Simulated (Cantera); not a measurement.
Gas mixture: NO = 0.33 (molar parts), at 15.0 Pa, frozen composition.

Cantera's kinetic-theory transport with the Lennard-Jones parameters of GRI-Mech 3.0, ideal gas; thermal conductivity in the multicomponent form. The composition is frozen, though it would react at the higher temperatures.

One state of this run: ρ (kg/m³) = 3.28e-5; cp (J/kg/K) = 1202; μ (µPa s) = 59.4; λ (mW/m/K) = 101; Pr = 0.706; D (cm²/s) H = 151000; D (cm²/s) NO = 5090000; D (cm²/s) H2 = 90400. D: mixture-averaged diffusion coefficient of that species in the mixture.

Task: Which value of T (K) does it belong to?
A) 400
B) 1650
C) 1150
D) 900

Result: B, 1650
